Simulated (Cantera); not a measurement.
Feed: 1 mol MgO, 6.3 mol C, 3.3 mol H₂, held at 975 °C and 0.0390 bar.

Cantera equilibrium calculation (NASA polynomials, part measured and part estimated; ideal gas, pure solids and liquids). Candidate condensed phases: C, C₆H₆, C₇H₈, C₈H₁₈, H₂O, Mg, MgCO₃, MgO, Mg(OH)₂; 116 gas species. Equilibrium is a limit: real reactors are often held back by kinetics, nucleation or transport.

Base state: H₂ 0.999, CH₄ 0.000434, CO 0.000128, Mg 0.000128 (mole fractions); condensed: C(graphite) + MgO(s).

### Question
What changes in the equilibrium state with this change: temperature from 975 °C to 1675 °C?

### Answer
```csv
species,before,after
H₂,0.999,0.619
CO,0.000128,0.188
Mg,0.000128,0.188
MgH,1.88e-7,0.000439
H,2.37e-6,0.00451
C₂H₂ (acetylene),2.44e-7,0.000334
CH₄,0.000434,7.30e-6
"C(graphite), mol",6.30,5.30
"MgO(s), mol",1.000,0
```
The tables' values for MgH are old estimates; treat these amounts as uncertain.

### Question
What changes in the equilibrium state with this change: temperature from 975 °C to 750 °C?

### Answer
| species | before | after |
|---|---|---|
| H₂ | 0.999 | 0.997 |
| CH₄ | 0.000434 | 0.00290 |
| Mg | 0.000128 | 1.68e-7 |
| CO | 0.000128 | 1.66e-7 |
| C(graphite), mol | 6.30 | 6.29 |
| MgO(s), mol | 1.000 | 1.000 |

### Question
What changes in the equilibrium state with this change: MgO replaced by CuO?

### Answer
```json
[
 {"species": "H₂", "before": "0.999", "after": "0.767"},
 {"species": "CO", "before": "0.000128", "after": "0.232"},
 {"species": "CH₄", "before": "0.000434", "after": "0.000256"},
 {"species": "Mg", "before": "0.000128", "after": "0"},
 {"species": "CO₂", "before": "<1e-9", "after": "2.08e-5"},
 {"species": "H₂O", "before": "7.66e-8", "after": "0.000107"},
 {"species": "C(graphite), mol", "before": "6.30", "after": "5.30"},
 {"species": "MgO(s), mol", "before": "1.000", "after": "0"},
 {"species": "Cu(s), mol", "before": "0", "after": "1.000"}
]
```
Further candidate phases: Cu, CuO, Cu(OH)₂, Cu₂O.
